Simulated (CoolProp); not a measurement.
A single-stage vapour-compression cycle with R1132(E): evaporating at 257.15 K (dew point), condensing at 315.15 K (bubble point), superheat 5 K, subcooling 5 K, compressor efficiency 0.75, no pressure losses. Each further row changes one setting.

Values from CoolProp's reference Helmholtz-energy equation of state, Akasaka 2024.

| case | cooling COP | pressure ratio | discharge temperature (K) | refrigerating effect (kJ/kg) | volumetric capacity (kJ/m³) |
|---|---|---|---|---|---|
| as stated | 2.43 | 5.24 | 357.7 | 179 | 2780 |
| evaporating temperature 262.15 K | 2.78 | 4.40 | 353.6 | 182 | 3340 |
| condensing temperature 310.15 K | 2.77 | 4.66 | 350.3 | 189 | 2940 |
| subcooling 10 K | 2.57 | 5.24 | 357.7 | 189 | 2940 |
| superheat 15 K | 2.43 | 5.24 | 368.8 | 189 | 2790 |
| compressor efficiency 0.65 | 2.11 | 5.24 | 366.7 | 179 | 2780 |
